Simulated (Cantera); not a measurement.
A Cantera script and what it prints.

```python
import numpy as np
import cantera as ct

gas_names = """
    B BCL BCL2 BCL3 B2 CL CL2
""".split()
cond_names = """
    B(b) B(L)
""".split()


# ... load() reads the species with a 1 bar reference pressure and builds the phases ...
atoms = {
    'B': {'B': 1},
    'Cl2': {'CL': 2},
}
top_T = {}  # K; cautious upper limits of use, not melting points


# ... equilibrate(T, P, feed) seeds the gas with the atoms and calls Mixture.equilibrate('TP', solver="vcs", rtol=1e-11, max_steps=5000) ...
results = []
feed = {'B': 1, 'Cl2': 0.81}  # mol
P = 13332.2  # Pa
for T in [1025, 1100, 1175, 1250, 1325, 1400, 1475, 1550, 1625]:
    mix = equilibrate(T, P, feed)
    results.append((T, P, feed, dict(zip(mix.species_names, mix.species_moles))))

top = {s: max(r[3][s] / sum(r[3][g] for g in gas_names) for r in results) for s in gas_names}
cols = sorted((s for s in top if top[s] > 1e-06), key=lambda s: -top[s])[:7]
seen = [c for c in cond_names if any(r[3].get(c, 0) > 1e-12 for r in results)]
print("log10 of partial pressures in bar; condensed amounts in mol")
print(f"{'T/K':>10s}" + "".join(f"{s[:9]:>10s}" for s in cols + seen))
for T, P, feed, n in results:
    ng = sum(n[g] for g in gas_names)
    print(f"{T:10.4g}" + "".join(f"{np.log10(max(n[s] / ng * P / 1e5, 1e-99)):10.3f}" for s in cols)
          + "".join(f"{n.get(c, 0):10.4g}" for c in seen))
```

Result:

```
log10 of partial pressures in bar; condensed amounts in mol
       T/K      BCL3      BCL2       BCL        CL      B(b)
      1025    -0.875    -6.208    -8.491    -9.510      0.46
      1100    -0.875    -5.558    -7.542    -8.610      0.46
      1175    -0.875    -4.992    -6.716    -7.824      0.46
      1250    -0.875    -4.495    -5.991    -7.132      0.46
      1325    -0.875    -4.055    -5.349    -6.517    0.4599
      1400    -0.876    -3.664    -4.777    -5.968    0.4597
      1475    -0.877    -3.314    -4.265    -5.474    0.4592
      1550    -0.879    -2.999    -3.803    -5.028    0.4582
      1625    -0.883    -2.715    -3.386    -4.623    0.4563
```

Equilibrium computed with Cantera from the NASA thermochemical tables; the gas is ideal and each condensed phase is pure. The tables' values for BCl2, BCl are old estimates; treat these amounts as uncertain.
